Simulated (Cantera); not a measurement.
A perfectly stirred reactor is fed with 4.32 % CH₄, 20.1 % O₂, 75.6 % N₂, at 25000 Pa; it is adiabatic with a 775 K inlet, and is followed from long to short residence time, starting on the burning branch (τ in s: 0.032, 0.014, 0.0058, 0.0025, 0.001, 0.00044, 0.00019, 7.9e-05, 3.4e-05, 1.4e-05).

Detailed kinetics in Cantera: GRI-Mech 3.0 (53 species, 325 reactions).

x: mole fraction; the columns are a selection and need not sum to one.

```json
[
 {"τ (s)": "0.032", "T (K)": "1698", "x CH₄": "2.89e-5", "x O₂": "0.114", "x C₂H₄": "8.35e-10", "x NO": "6.97e-6", "x CH₂O": "3.59e-6"},
 {"τ (s)": "0.014", "T (K)": "1677", "x CH₄": "4.96e-5", "x O₂": "0.114", "x C₂H₄": "1.52e-9", "x NO": "5.42e-6", "x CH₂O": "6.19e-6"},
 {"τ (s)": "0.0058", "T (K)": "1645", "x CH₄": "9.27e-5", "x O₂": "0.114", "x C₂H₄": "3.36e-9", "x NO": "4.35e-6", "x CH₂O": "1.12e-5"},
 {"τ (s)": "0.0025", "T (K)": "1602", "x CH₄": "[?]", "x O₂": "0.115", "x C₂H₄": "[?]", "x NO": "[?]", "x CH₂O": "[?]"},
 {"τ (s)": "0.0010", "T (K)": "1540", "x CH₄": "0.000455", "x O₂": "0.118", "x C₂H₄": "4.47e-8", "x NO": "2.06e-6", "x CH₂O": "4.63e-5"},
 {"τ (s)": "0.00044", "T (K)": "1463", "x CH₄": "0.00146", "x O₂": "0.125", "x C₂H₄": "4.69e-7", "x NO": "7.63e-7", "x CH₂O": "0.000125"},
 {"τ (s)": "0.00019", "T (K)": "775", "x CH₄": "0.0432", "x O₂": "0.201", "x C₂H₄": "<1e-12", "x NO": "<1e-12", "x CH₂O": "<1e-12"},
 {"τ (s)": "7.9e-5", "T (K)": "775", "x CH₄": "0.0432", "x O₂": "0.201", "x C₂H₄": "<1e-12", "x NO": "<1e-12", "x CH₂O": "<1e-12"},
 {"τ (s)": "3.4e-5", "T (K)": "775", "x CH₄": "0.0432", "x O₂": "0.201", "x C₂H₄": "<1e-12", "x NO": "<1e-12", "x CH₂O": "<1e-12"},
 {"τ (s)": "1.4e-5", "T (K)": "775", "x CH₄": "0.0432", "x O₂": "0.201", "x C₂H₄": "<1e-12", "x NO": "<1e-12", "x CH₂O": "<1e-12"}
]
```

Q: Fill in the missing entries.

A: 
- 0.0025, x CH₄: 0.000183
- 0.0025, x C₂H₄: 9.29e-9
- 0.0025, x NO: 3.40e-6
- 0.0025, x CH₂O: 2.09e-5
